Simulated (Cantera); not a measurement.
Charge: 1 mol B2O3, 33 mol H2, equilibrated at 0.0100 bar.

Method: chemical equilibrium by Gibbs-energy minimisation in Cantera with the NASA 1993 tables (ideal gas, pure condensed phases). Candidate condensed phases: B, B2O3, B3O3H3, H2O; 23 gas species. Rates play no part.

log p: log10 of the partial pressure in bar; n: condensed amount in mol.

```tsv
T (°C)	log p H2	log p HBO	log p HBO2	log p B2O3	n B2O3(l)
502	-2.00	-11.64	-11.97	<-14	1.000
577	-2.00	-10.19	-10.59	<-14	1.000
652	-2.00	?	?	?	1.000
727	-2.00	-7.99	-8.47	-11.47	1.000
802	-2.00	-7.15	-7.62	-10.03	1.000
877	-2.00	?	?	?	0.999
952	-2.00	-5.88	-6.15	-7.69	0.996
1027	-2.00	-5.36	-5.55	-6.73	0.987
1102	-2.00	-4.90	-5.02	-5.88	0.958
1177	-2.00	-4.48	-4.55	-5.12	0.871
```

Problem. Some entries are withheld; supply them.

Solution. 
- 652, log p HBO: -8.99
- 652, log p HBO2: -9.45
- 652, log p B2O3: -13.17
- 877, log p HBO: -6.46
- 877, log p HBO2: -6.84
- 877, log p B2O3: -8.78
